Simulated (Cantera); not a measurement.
# Iron carbonyl, mercury and lead vapours: Pb + H2 + N2

Charge: 1 mol Pb, 0.81 mol H2, 14 mol N2, held at 1.33 mbar.

Cantera equilibrium calculation (NASA polynomials, part measured and part estimated; ideal gas, pure solids and liquids). Candidate condensed phases: Pb; 11 gas species. Kinetics and transport are ignored.

From 798 K to 1023 K the condensed part is Pb(l). From 1098 K to 1248 K nothing is condensed. The main Pb-bearing gas is Pb throughout.

```csv
T (K),log p N2,log p Pb,log p H2,log p H,log p Pb2,n Pb(l)
798,-2.90,-7.24,-4.14,-13.64,-14.40,0.999
873,-2.90,-6.20,-4.14,-12.40,-12.65,0.993
948,-2.90,-5.32,-4.14,-11.35,-11.18,0.947
1023,-2.91,-4.57,-4.15,-10.46,-9.93,0.698
1098,-2.93,-4.07,-4.17,-9.69,-9.14,0
1173,-2.93,-4.07,-4.17,-9.01,-9.32,0
1248,-2.93,-4.07,-4.17,-8.41,-9.49,0
```
log p: log10 of the partial pressure in bar; n: condensed amount in mol.
